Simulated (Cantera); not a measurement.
# Formation from one mole of Cl2

Standard-state values (1 bar) from the NASA 1993 polynomials, evaluated with Cantera. Values are per mole of reaction as written; species without (g) are pure solids or liquids, kept so even where they would boil at 1 bar.

0.6667 Al + Cl2(g) ⇌ 0.6667 AlCl3

```
T (K)  ΔH° (kJ)  ΔS° (J/K)  ΔG° (kJ)  log10 K  condensed phases
-----  --------  ---------  --------  -------  ----------------
300      -470.4     -169.0    -419.7    73.07   Al(s), AlCl3(s)
425      -468.8     -164.6    -398.8    49.02   Al(s), AlCl3(s)
450      -468.4     -163.7    -394.7    45.82   Al(s), AlCl3(s)
475      -444.3     -111.9    -391.1    43.01   Al(s), AlCl3(l)
500      -443.6     -110.4    -388.4    40.57   Al(s), AlCl3(l)
525      -442.8     -109.0    -385.6    38.37   Al(s), AlCl3(l)
550      -442.1     -107.6    -382.9    36.36   Al(s), AlCl3(l)
```

Mg + Cl2(g) ⇌ MgCl2(g)

| T (K) | ΔH° (kJ) | ΔS° (J/K) | ΔG° (kJ) | log10 K |
|---|---|---|---|---|
| 300 | -392.5 | 21.4 | -398.9 | 69.45 |
| 425 | -392.7 | 20.6 | -401.5 | 49.35 |
| 450 | -392.8 | 20.5 | -402.0 | 46.67 |
| 475 | -392.9 | 20.3 | -402.5 | 44.27 |
| 500 | -393.0 | 20.2 | -403.1 | 42.11 |
| 525 | -393.1 | 20.0 | -403.6 | 40.15 |
| 550 | -393.1 | 19.8 | -404.1 | 38.37 |

0.5 Si + Cl2(g) ⇌ 0.5 SiCl4(g)

```tsv
T (K)	ΔH° (kJ)	ΔS° (J/K)	ΔG° (kJ)	log10 K
300	-331.4	-67.0	-311.3	54.20
425	-331.2	-66.4	-302.9	37.23
450	-331.1	-66.3	-301.3	34.97
475	-331.1	-66.2	-299.6	32.95
500	-331.0	-66.1	-298.0	31.13
525	-330.9	-66.0	-296.3	29.48
550	-330.9	-65.8	-294.7	27.98
```

0.5 Ti + Cl2(g) ⇌ 0.5 TiCl4(g)

| T (K) | ΔH° (kJ) | ΔS° (J/K) | ΔG° (kJ) | log10 K |
|---|---|---|---|---|
| 300 | -381.6 | -61.0 | -363.3 | 63.25 |
| 425 | -381.4 | -60.5 | -355.7 | 43.72 |
| 450 | -381.4 | -60.4 | -354.2 | 41.11 |
| 475 | -381.3 | -60.3 | -352.7 | 38.78 |
| 500 | -381.3 | -60.2 | -351.2 | 36.69 |
| 525 | -381.2 | -60.1 | -349.7 | 34.79 |
| 550 | -381.2 | -60.0 | -348.2 | 33.07 |
